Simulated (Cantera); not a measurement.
Input (Python, Cantera) and output of one run.

```python
import numpy as np
import cantera as ct

gas_names = [...]  # 87 gases of nasa_gas.yaml made of C, H, Si
cond_names = """
    C(gr) C6H6(L) C7H8(L) C8H18(L),n-octa Si(cr) Si(L) SiC(b)
""".split()


# ... load() reads the species with a 1 bar reference pressure and builds the phases ...
atoms = {
    'CH3SiH3': {'C': 1, 'H': 6, 'Si': 1},
    'H2': {'H': 2},
}
top_T = {'C(gr)': 4500, 'SiC(b)': 3050}  # K; cautious upper limits of use, not melting points


# ... equilibrate(T, P, feed) seeds the gas with the atoms and calls Mixture.equilibrate('TP', solver="vcs", rtol=1e-11, max_steps=5000) ...
results = []
feed = {'CH3SiH3': 1, 'H2': 5.3}  # mol
P = 1000  # Pa
for T in [1423, 1523, 1623, 1723, 1823, 1923, 2023, 2123, 2223, 2323]:
    mix = equilibrate(T, P, feed)
    results.append((T, P, feed, dict(zip(mix.species_names, mix.species_moles))))
    x = sorted(zip(gas.X, gas.species_names), reverse=True)
    print(f"T = {T:g} K  P = {P:g} Pa  gas = {mix.phase_moles(0):.4g} mol")
    print("   x: " + "  ".join(f"{s} {v:.3e}" for v, s in x if v > 0.0001))
    print("   condensed (mol): " + ("  ".join(f"{mix.phase(i).name} {mix.phase_moles(i):.4g}"
          for i in range(1, mix.n_phases) if mix.phase_moles(i) > 1e-12) or "none"))
```

Result:

```
T = 1423 K  P = 1000 Pa  gas = 8.3 mol
   x: H2 9.999e-01
   condensed (mol): SiC(b) 1
T = 1523 K  P = 1000 Pa  gas = 8.301 mol
   x: H2 9.998e-01  H 2.311e-04
   condensed (mol): SiC(b) 1
T = 1623 K  P = 1000 Pa  gas = 8.303 mol
   x: H2 9.993e-01  H 6.909e-04
   condensed (mol): SiC(b) 1
T = 1723 K  P = 1000 Pa  gas = 8.308 mol
   x: H2 9.982e-01  H 1.822e-03
   condensed (mol): SiC(b) 0.9999
T = 1823 K  P = 1000 Pa  gas = 8.318 mol
   x: H2 9.956e-01  H 4.323e-03
   condensed (mol): SiC(b) 0.9996
T = 1923 K  P = 1000 Pa  gas = 8.34 mol
   x: H2 9.904e-01  H 9.375e-03  Si 1.564e-04
   condensed (mol): SiC(b) 0.9985
T = 2023 K  P = 1000 Pa  gas = 8.384 mol
   x: H2 9.802e-01  H 1.880e-02  Si 5.691e-04  C2H2,acetylene 3.113e-04
   condensed (mol): SiC(b) 0.9944
T = 2123 K  P = 1000 Pa  gas = 8.466 mol
   x: H2 9.617e-01  H 3.518e-02  Si 1.831e-03  C2H2,acetylene 9.723e-04
   condensed (mol): SiC(b) 0.9814
T = 2223 K  P = 1000 Pa  gas = 8.621 mol
   x: H2 9.291e-01  H 6.175e-02  Si 5.314e-03  C2H2,acetylene 2.670e-03  SiC2 5.514e-04  Si2C 3.370e-04  SiH 2.169e-04
   condensed (mol): SiC(b) 0.9413
T = 2323 K  P = 1000 Pa  gas = 8.951 mol
   x: H2 8.718e-01  H 1.017e-01  Si 1.744e-02  C2H2,acetylene 4.221e-03  SiC2 2.605e-03  Si2C 1.521e-03  SiH 5.744e-04
   condensed (mol): C(gr) 0.07673  SiC(b) 0.7865
```

Cantera equilibrium calculation (NASA polynomials, part measured and part estimated; ideal gas, pure solids and liquids). The feed counts by its element totals alone. Gases not in the tables: Si2H6 and higher silanes.
